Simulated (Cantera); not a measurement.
# Stirred combustor or abatement burner

A perfectly stirred reactor is fed with 23.1 % CO, 0.970 % H₂, 13.8 % O₂, 52.0 % N₂, 10.2 % H₂O, equivalence ratio 0.87, at 25000 Pa; it is adiabatic with a 725 K inlet, and is followed from long to short residence time, starting on the burning branch (τ in s: 0.059, 0.018, 0.0055, 0.0017, 0.00051, 0.00016, 4.8e-05, 1.5e-05, 4.5e-06).

Computed with Cantera and GRI-Mech 3.0 (53 species, 325 reactions).

| τ (s) | T (K) | x CO | x H₂ | x O₂ | x NO | x N₂O | x H₂O₂ |
|---|---|---|---|---|---|---|---|
| 0.059 | 2178 | 0.0417 | 0.00420 | 0.0391 | 0.000941 | 7.17e-8 | 4.02e-8 |
| 0.018 | 2043 | 0.0540 | 0.00606 | 0.0455 | 0.000214 | 5.20e-8 | 5.98e-8 |
| 0.0055 | 1873 | 0.0659 | 0.00832 | 0.0518 | 5.74e-5 | 4.10e-8 | 1.21e-7 |
| 0.0017 | 1682 | 0.0761 | 0.0102 | 0.0580 | 3.01e-5 | 3.38e-8 | 2.91e-7 |
| 0.00051 | 1438 | 0.101 | 0.00933 | 0.0713 | 1.11e-5 | 3.03e-8 | 7.70e-7 |
| 0.00016 | 725 | 0.231 | 0.00970 | 0.138 | <1e-12 | <1e-12 | <1e-12 |
| 4.8e-5 | 725 | 0.231 | 0.00970 | 0.138 | <1e-12 | <1e-12 | <1e-12 |
| 1.5e-5 | 725 | 0.231 | 0.00970 | 0.138 | <1e-12 | <1e-12 | <1e-12 |
| 4.5e-6 | 725 | 0.231 | 0.00970 | 0.138 | <1e-12 | <1e-12 | <1e-12 |
x: mole fraction; the columns are a selection and need not sum to one.
